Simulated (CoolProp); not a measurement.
The numbers come from the reference Helmholtz-energy equation of state, Lemmon 2006 in CoolProp. It is a short technical equation, of lower accuracy than the large ones.

**Question.** Give the vapour pressure (MPa), vapour density (kg/m³), liquid cp (kJ/(kg K)), surface tension (mN/m) of saturated carbon monoxide at 79 K.

**Answer.** 
| T (K) | p (MPa) | vapour density (kg/m³) | liquid cp (kJ/(kg K)) | surface tension (mN/m) |
|---|---|---|---|---|
| 79 | 0.0742 | 3.27 | 2.14 | 10.1 |

Surface tension comes from a separate correlation (Mulero 2012).
